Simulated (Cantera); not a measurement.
# Moist CO burnout

An isothermal, constant-pressure homogeneous reactor starts with 0.126 % CO, 3.28 % O₂, 0.0463 % H₂O, 96.5 % N₂, equivalence ratio 0.019, at 1350 K and 2180 Torr.

Detailed kinetics in Cantera: GRI-Mech 3.0 (53 species, 325 reactions).

```csv
t (s),x CO,x O₂,x H₂O,x H,x OH,x H₂,x HO₂
3.00e-5,0.00126,0.0328,0.000463,<1e-12,3.74e-11,<1e-12,1.57e-11
8.68e-5,0.00126,0.0328,0.000463,5.92e-12,2.22e-10,<1e-12,5.41e-11
0.000251,0.00126,0.0328,0.000463,4.13e-11,1.50e-9,2.28e-12,3.38e-10
0.000727,0.00126,0.0328,0.000463,3.45e-10,1.22e-8,5.09e-11,4.46e-9
0.00211,0.00125,0.0328,0.000463,1.01e-8,3.43e-7,2.93e-9,1.51e-7
0.00609,0.000969,0.0327,0.000455,7.23e-7,1.31e-5,6.33e-7,1.47e-6
0.0176,0.000328,0.0324,0.000458,1.86e-7,8.83e-6,2.34e-7,7.86e-7
0.0510,5.58e-5,0.0322,0.000461,1.99e-8,4.63e-6,4.00e-8,2.23e-7
0.148,4.83e-6,0.0322,0.000463,1.31e-9,2.10e-6,5.14e-9,3.11e-8
0.428,2.11e-7,0.0322,0.000463,9.74e-11,9.44e-7,8.14e-10,3.69e-9
1.24,3.69e-9,0.0322,0.000463,2.58e-11,6.08e-7,3.20e-10,1.32e-9
3.58,1.66e-9,0.0322,0.000463,2.49e-11,6.00e-7,3.11e-10,1.29e-9
10.4,1.66e-9,0.0322,0.000463,2.49e-11,6.00e-7,3.11e-10,1.29e-9
30.0,1.66e-9,0.0322,0.000463,2.49e-11,6.00e-7,3.11e-10,1.29e-9
```
x: mole fraction; the columns are a selection and need not sum to one.

Equilibrium at this temperature and pressure: CO 1.66e-9, O₂ 0.0321, H₂O 0.000463, H 2.49e-11, OH 6.00e-7, H₂ 3.12e-10, HO₂ 1.28e-9 (gas phase only).
